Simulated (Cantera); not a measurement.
A closed system holds: 1 mol CH4, 0.14 mol CO2, 28 mol H2, at 180 Pa.

Method: chemical equilibrium by Gibbs-energy minimisation in Cantera with the NASA 1993 tables (ideal gas, pure condensed phases). Candidate condensed phases: C, C6H6, C7H8, C8H18, H2O; 110 gas species. Rates play no part. All values below are at 1052 °C.

Base state: H2 0.991, CO 0.00925, H 3.84e-5, CH4 1.19e-5 (mole fractions); condensed: C(graphite).

Problem. What changes in the equilibrium state with this change: CO2 from 0.14 to 0.52 mol?

Solution. 
```
species            before    after
----------------  -------  -------
H2                  0.991    0.966
CO                0.00925   0.0335
H                 3.84e-5  3.79e-5
CH4               1.19e-5  1.13e-5
C(graphite), mol    0.860    0.480
```
